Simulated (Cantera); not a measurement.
Aluminium and copper etching: Cu + F₂ + H₂

Feed: 1 mol Cu, a varied amount of F₂, 1.8 mol H₂, held at 1323.15 K and 0.0330 Torr.

These are equilibrium values from Cantera (NASA tables, ideal gas, pure condensed phases), not measurements of a reactor. Candidate condensed phases: Cu, CuF₂; 15 gas species. Rates play no part.

| n(F₂) (mol) | x HF | x H₂ | x CuF₂ | x CuF | x F | n Cu(s) |
|---|---|---|---|---|---|---|
| 0.31 | 0.292 | 0.702 | 7.96e-12 | 4.97e-5 | 5.41e-10 | 0.987 |
| 0.43 | 0.383 | 0.610 | 1.58e-11 | 6.99e-5 | 7.61e-10 | 0.986 |
| 0.59 | 0.491 | 0.503 | 3.13e-11 | 9.86e-5 | 1.07e-9 | 0.985 |
| 0.81 | 0.617 | 0.377 | 6.61e-11 | 0.000143 | 1.56e-9 | 0.984 |
| 1.1 | 0.754 | 0.240 | 1.55e-10 | 0.000219 | 2.39e-9 | 0.981 |
| 1.5 | 0.903 | 0.0905 | 5.90e-10 | 0.000428 | 4.65e-9 | 0.978 |
| 2.1 | 0.852 | 7.34e-7 | 6.48e-5 | 0.142 | 1.54e-6 | 0.374 |
| 2.9 | 0.741 | <1e-12 | 0.194 | 0.0122 | 0.0534 | 0 |
x: gas mole fraction; n: condensed amount in mol.

From 0.31 mol F₂ to 2.1 mol F₂ the condensed part is Cu(s). At 2.9 mol F₂ nothing is condensed. The main Cu-bearing gas is Cu at 0.31 mol F₂ and CuF₂ at 2.9 mol F₂. The share of Cu in condensed phases is highest at 0.31 mol F₂ (98.7 %) and lowest at 2.9 mol F₂ (0.0 %).
